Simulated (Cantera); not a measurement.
Input: 1 mol CCl4, 2.3 mol F2, a varied amount of H2, equilibrated at 2823 K and 81000 Pa.

Method: chemical equilibrium by Gibbs-energy minimisation in Cantera with the NASA 1993 tables (ideal gas, pure condensed phases). Candidate condensed phases: C, C6H6, C7H8, C8H18; 118 gas species. The tables' values for CCl are old estimates; treat these amounts as uncertain. Gases not in the tables: C2F6 and larger saturated fluorocarbons. The numbers say what is thermodynamically allowed, not how fast it happens.

x: gas mole fraction; n: condensed amount in mol.

| n(H2) (mol) | x Cl | x HF | x F | x CF2 | x CF4 | x HCl | n C(graphite) |
|---|---|---|---|---|---|---|---|
| 0.097 | 0.559 | 0.0274 | 0.261 | 0.0957 | 0.0374 | 0.000375 | 0 |
| 0.12 | 0.557 | 0.0339 | 0.256 | 0.0965 | 0.0363 | 0.000471 | 0 |
| 0.16 | 0.555 | (withheld) | 0.248 | 0.0978 | 0.0345 | (withheld) | 0 |
| 0.2 | 0.553 | 0.0560 | 0.239 | 0.0991 | 0.0326 | 0.000826 | 0 |
| 0.25 | 0.550 | 0.0696 | 0.229 | 0.101 | 0.0304 | 0.00107 | 0 |
| 0.32 | 0.547 | (withheld) | 0.215 | 0.103 | (withheld) | (withheld) | 0 |
| 0.4 | 0.542 | 0.110 | 0.199 | 0.105 | 0.0239 | 0.00191 | 0 |
| 0.51 | 0.537 | 0.138 | 0.177 | 0.108 | 0.0195 | 0.00267 | 0 |
| 0.64 | 0.530 | 0.171 | 0.152 | 0.112 | 0.0148 | 0.00381 | 0 |
| 0.81 | 0.521 | 0.212 | 0.120 | 0.115 | 0.00941 | 0.00591 | 0 |
| 1 | 0.510 | 0.256 | 0.0940 | 0.109 | 0.00554 | 0.00886 | 0.0489 |
| 1.3 | 0.489 | 0.320 | 0.0809 | 0.0807 | 0.00303 | 0.0124 | 0.275 |
| 1.7 | 0.463 | 0.398 | 0.0614 | 0.0465 | 0.00101 | 0.0192 | 0.562 |

Task: What belongs in the gaps?

Result: 
- 0.32, x HF: 0.0884
- 0.32, x CF4: 0.0273
- 0.32, x HCl: 0.00144
- 0.16, x HF: 0.0450
- 0.16, x HCl: 0.000644
